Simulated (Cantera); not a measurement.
# Equilibrium for abatement and gas-phase synthesis: CO2 + O2 + H2

Charge: 1 mol CO2, 2.7 mol O2, 1.2 mol H2, equilibrated at 0.383 Torr.

Method: chemical equilibrium by Gibbs-energy minimisation in Cantera with the NASA 1993 tables (ideal gas, pure condensed phases). Candidate condensed phases: C, C6H6, C7H8, C8H18, H2O; 110 gas species. Rates play no part.

| T (K) | x O2 | x H2O | x CO2 | x OH | x O | x CO | x H |
|---|---|---|---|---|---|---|---|
| 723 | 0.488 | 0.279 | 0.233 | 8.94e-10 | <1e-12 | <1e-12 | <1e-12 |
| 823 | 0.488 | 0.279 | 0.233 | 2.37e-8 | 7.12e-12 | <1e-12 | <1e-12 |
| 923 | 0.488 | 0.279 | 0.233 | 3.09e-7 | 3.86e-10 | 5.26e-11 | <1e-12 |
| 1023 | 0.488 | 0.279 | 0.233 | 2.45e-6 | 9.64e-9 | 1.93e-9 | 1.01e-11 |
| 1123 | 0.488 | 0.279 | 0.233 | 1.34e-5 | 1.36e-7 | 3.70e-8 | 3.80e-10 |
| 1223 | 0.488 | 0.279 | 0.233 | 5.58e-5 | 1.25e-6 | 4.37e-7 | 7.98e-9 |
| 1323 | 0.488 | 0.279 | 0.233 | 0.000187 | 8.23e-6 | 3.54e-6 | 1.06e-7 |
| 1423 | 0.488 | 0.279 | 0.232 | 0.000529 | 4.17e-5 | 2.13e-5 | 9.88e-7 |
| 1523 | 0.488 | 0.278 | 0.232 | 0.00131 | 0.000171 | 0.000101 | 6.88e-6 |
| 1623 | 0.487 | 0.277 | 0.232 | 0.00288 | 0.000588 | 0.000395 | 3.78e-5 |
| 1723 | 0.485 | 0.275 | 0.230 | 0.00577 | 0.00175 | 0.00131 | 0.000170 |
| 1823 | 0.482 | 0.270 | 0.227 | 0.0106 | 0.00464 | 0.00377 | 0.000650 |
| 1923 | 0.476 | 0.261 | 0.219 | 0.0183 | 0.0111 | 0.00951 | 0.00214 |
| 2023 | 0.466 | 0.246 | 0.203 | 0.0291 | 0.0241 | 0.0210 | 0.00621 |
x: gas mole fraction; nothing condenses.

From 723 K to 2023 K nothing is condensed. The main C-bearing gas is CO2 throughout.
